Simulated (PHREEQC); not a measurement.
Dissolve 0.012 mol Al2(SO4)3, 0.0005 mol ZnCl2, 0.18 mol H2SO4 and 0.0015 mol Na2SO4 per kg of water at 20 °C. Closed to the air; pH follows from the charge balance.

Model: ion-association model, wateq4f.dat, run in PHREEQC.

| quantity | before | after |
|---|---|---|
| pH | 0.81 | 0.87 |
| ionic strength (mol/kgw) | 0.274 | 0.247 |
| HSO4- (mol/kgw) | 0.161 | 0.185 |
| SO4-2 (mol/kgw) | 0.0319 | 0.0130 |
| Zn+2 (mol/kgw) | 0.000300 | 0.000388 |
| ZnSO4 (mol/kgw) | 0.000160 | 0.000103 |
| SI of Goslarite (ZnSO4:7H2O) | -4.14 | -4.84 |
| SI of Zincite(c) (ZnO) | -13.85 | -11.27 |

Q: Which change was made?
A) temperature from 20 to 70 °C
B) H2SO4 from 0.18 to 0.162 mol/kgw
C) diluted 5-fold with water
D) Na2SO4 from 0.0015 to 0.0003 mol/kgw
E) Na2SO4 left out

A: A, temperature from 20 to 70 °C

Precipitation was switched off in this run. Constants without temperature data keep their 25 °C values here.
